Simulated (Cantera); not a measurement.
What does this Cantera script print?

```python
import numpy as np
import cantera as ct

surf = ct.Interface("ptcombust.yaml", "Pt_surf")
gas = surf.adjacent["gas"]
gas.TPX = 848, 87000, {'CO': 0.0027, 'O2': 0.025, 'N2': 0.79}
surf.TP = 848, 87000
reactor = ct.FlowReactor(gas, clone=False)
reactor.area = 0.0001  # m2
reactor.surface_area_to_volume_ratio = 160  # 1/m
reactor.mass_flow_rate = 0.082 * reactor.area * gas.density  # inlet velocity 0.082 m/s
reactor.energy_enabled = False
wall = ct.ReactorSurface(surf, reactor, clone=False)
net = ct.ReactorNet([reactor])
net.rtol, net.atol = 1e-8, 1e-16
show, cover = ['CO', 'O2', 'H2O', 'CO2'], ['PT(S)', 'H(S)', 'O(S)', 'OH(S)', 'CO(S)', 'C(S)']

rows = []
print(f"{'z/m':>9s}{'u/(m/s)':>9s}" + "".join(f"{s:>13s}" for s in show + cover))
for z in [7.3e-05, 0.00016, 0.00034, 0.00073, 0.0016, 0.0034, 0.0073]:
    net.advance(z)
    rows.append([reactor.speed, *gas[show].X, *surf[cover].coverages])
    print(f"{z:9.4g}{rows[-1][0]:9.3g}" + "".join(f"{x:13.4e}" for x in rows[-1][1:]))
```

Output:

```
      z/m  u/(m/s)           CO           O2          H2O          CO2        PT(S)         H(S)         O(S)        OH(S)        CO(S)         C(S)
  7.3e-05   0.0819   6.6294e-04   2.9292e-02  -1.6265e-28   2.6434e-03   1.2091e-01   3.3755e-24   8.7861e-01   1.7130e-19   4.7895e-04   6.0993e-16
  0.00016   0.0819   3.2151e-04   2.9127e-02  -7.9017e-29   2.9854e-03   1.1015e-01   1.0921e-23   8.8966e-01   3.6530e-19   1.9052e-04   2.1828e-16
  0.00034   0.0819   8.7548e-05   2.9013e-02   5.7426e-30   3.2197e-03   1.0455e-01   9.3032e-24   8.9540e-01   5.6094e-19   4.6459e-05   5.0200e-17
  0.00073   0.0819   6.1971e-06   2.8973e-02   5.2673e-29   3.3012e-03   1.0284e-01   8.1506e-24   8.9716e-01   5.1495e-19   3.1760e-06   3.3690e-18
   0.0016   0.0819   1.8060e-08   2.8970e-02  -1.6167e-28   3.3074e-03   1.0271e-01   5.8344e-24   8.9729e-01   3.6951e-19   9.2316e-09   9.7792e-21
   0.0034   0.0819   1.0287e-13   2.8970e-02  -3.7493e-30   3.3074e-03   1.0271e-01   8.0292e-24   8.9729e-01   5.0897e-19   5.2585e-14   5.5705e-26
   0.0073   0.0819  -1.9377e-17   2.8970e-02   4.7368e-34   3.3074e-03   1.0271e-01   8.0745e-24   8.9729e-01   5.1185e-19   3.9609e-30   1.0609e-32
```

Model: Deutschmann's 1995 Pt surface mechanism with GRI-Mech 3.0 gas chemistry, integrated in Cantera. Catalytic surfaces can have several steady states; this one follows from the mechanism file's or the stated starting coverage. Mass transfer to the wall is taken as infinitely fast.
